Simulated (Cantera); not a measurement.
**Adiabatic ignition**

An adiabatic, constant-volume homogeneous reactor starts with CH4 : CO : O2 : N2 = 1 : 0.93 : 1.3 : 5.06 (molar parts), equivalence ratio 1.9, at 1175 K and 1.00 bar.

Cantera simulation using GRI-Mech 3.0 (53 species, 325 reactions); the numbers are that mechanism's predictions, not measurements.

```csv
t (s),T (K),P (bar),x CH4,x CO,x O2,x H2O,x C2H4,x CH2,x NO2
8.00e-6,1175,1.00,0.121,0.112,0.157,3.85e-9,<1e-12,<1e-12,<1e-12
1.94e-5,1175,1.00,0.121,0.112,0.157,1.08e-8,<1e-12,<1e-12,<1e-12
4.70e-5,1175,1.00,0.121,0.112,0.157,3.00e-8,<1e-12,<1e-12,<1e-12
0.000114,1175,1.00,0.121,0.112,0.157,8.89e-8,2.46e-12,<1e-12,<1e-12
0.000276,1175,1.00,0.121,0.112,0.157,2.90e-7,4.41e-11,<1e-12,<1e-12
0.000670,1175,1.00,0.121,0.112,0.157,1.04e-6,7.94e-10,<1e-12,<1e-12
0.00162,1175,1.00,0.121,0.112,0.157,4.22e-6,1.26e-8,<1e-12,<1e-12
0.00394,1175,1.00,0.121,0.112,0.157,1.69e-5,1.16e-7,<1e-12,<1e-12
0.00955,1176,1.00,0.121,0.112,0.157,5.56e-5,5.50e-7,<1e-12,<1e-12
0.0232,1177,1.00,0.120,0.112,0.157,0.000176,2.44e-6,<1e-12,<1e-12
0.0561,1183,1.01,0.120,0.112,0.156,0.000675,1.64e-5,1.47e-12,<1e-12
0.136,1240,1.06,0.114,0.112,0.151,0.00592,0.000435,3.50e-11,<1e-12
0.330,2674,2.49,7.72e-12,0.172,0.000172,0.131,<1e-12,3.10e-12,2.50e-8
0.800,2674,2.49,7.72e-12,0.172,0.000172,0.131,<1e-12,3.10e-12,2.50e-8
```
x: mole fraction; the columns are a selection and need not sum to one.

```json
{
  "time_of_steepest_temperature_rise": "0.155 s",
  "temperature at 0.800 s": "2674 K",
  "equilibrium_temperature": "2674 K",
  "x(CH4) at 0.800 s": "7.72e-12 (gas-phase equilibrium 8.73e-12)",
  "x(CO) at 0.800 s": "0.172 (gas-phase equilibrium 0.172)",
  "x(O2) at 0.800 s": "0.000172 (gas-phase equilibrium 0.000172)"
}
```
